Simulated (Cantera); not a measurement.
# Fe3O4 + CO (carbothermic reduction)

Input: 1 mol Fe3O4, a varied amount of CO, equilibrated at 1927 °C and 5200 Pa.

These are equilibrium values from Cantera (NASA tables, ideal gas, pure condensed phases), not measurements of a reactor. Candidate condensed phases: C, Fe, Fe(CO)5, FeO, Fe2O3, Fe3O4; 15 gas species. The tables' stoichiometric FeO is somewhat more stable than real wüstite, so its field is too wide. FeO: taken at fixed stoichiometry. The numbers say what is thermodynamically allowed, not how fast it happens.

From 1.9 mol CO to 18 mol CO the condensed part is FeO(l). The main Fe-bearing gas is Fe throughout. The share of Fe in condensed phases is highest at 1.9 mol CO (99.7 %) and lowest at 18 mol CO (72.3 %).

```json
[
 {"n(CO) (mol)": "1.9", "x CO": "0.468", "x CO2": "0.525", "x Fe": "0.00433", "x O2": "0.000878", "x FeO": "0.000790", "x O": "0.000351", "n FeO(l)": "2.99"},
 {"n(CO) (mol)": "4.2", "x CO": "0.736", "x CO2": "0.249", "x Fe": "0.0144", "x O2": "7.96e-5", "x FeO": "0.000790", "x O": "0.000106", "n FeO(l)": "2.94"},
 {"n(CO) (mol)": "6.6", "x CO": "0.805", "x CO2": "0.171", "x Fe": "0.0229", "x O2": "3.14e-5", "x FeO": "0.000790", "x O": "6.64e-5", "n FeO(l)": "2.84"},
 {"n(CO) (mol)": "8.9", "x CO": "0.832", "x CO2": "0.138", "x Fe": "0.0292", "x O2": "1.93e-5", "x FeO": "0.000790", "x O": "5.20e-5", "n FeO(l)": "2.72"},
 {"n(CO) (mol)": "11", "x CO": "0.844", "x CO2": "0.121", "x Fe": "0.0337", "x O2": "1.45e-5", "x FeO": "0.000790", "x O": "4.51e-5", "n FeO(l)": "2.61"},
 {"n(CO) (mol)": "14", "x CO": "0.853", "x CO2": "0.107", "x Fe": "0.0387", "x O2": "1.10e-5", "x FeO": "0.000790", "x O": "3.94e-5", "n FeO(l)": "2.43"},
 {"n(CO) (mol)": "16", "x CO": "0.857", "x CO2": "0.101", "x Fe": "0.0412", "x O2": "9.70e-6", "x FeO": "0.000790", "x O": "3.69e-5", "n FeO(l)": "2.30"},
 {"n(CO) (mol)": "18", "x CO": "0.859", "x CO2": "0.0964", "x Fe": "0.0433", "x O2": "8.78e-6", "x FeO": "0.000790", "x O": "3.51e-5", "n FeO(l)": "2.17"}
]
```
x: gas mole fraction; n: condensed amount in mol.
